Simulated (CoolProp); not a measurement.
The fluid at 268.09 K and 0.029 MPa expands adiabatically to 0.0106 MPa with isentropic efficiency 0.85. The same conditions are run with several fluids, on thermodynamics alone (safety and materials aside).

Values from CoolProp's reference Helmholtz-energy equation of state of each fluid (R236EA: Rui 2013; oxygen: Schmidt 1985; CH3F (R41): Lemmon 2006; ethylene: Smukala 2000; trans-2-butene: Lemmon 2005).

Task: Rank R236EA, oxygen, CH3F (R41), ethylene, trans-2-butene by work (kJ/kg), highest first.

Result: ethylene (61.0), oxygen (51.8), CH3F (R41) (49.7), trans-2-butene (31.9), R236EA (12.0)

```tsv
fluid	final temperature (K)	final density (kg/m³)
R236EA	252.3	0.773
oxygen	211.3	0.193
CH3F (R41)	219.6	0.198
ethylene	223.3	0.160
trans-2-butene	244.8	0.294
```
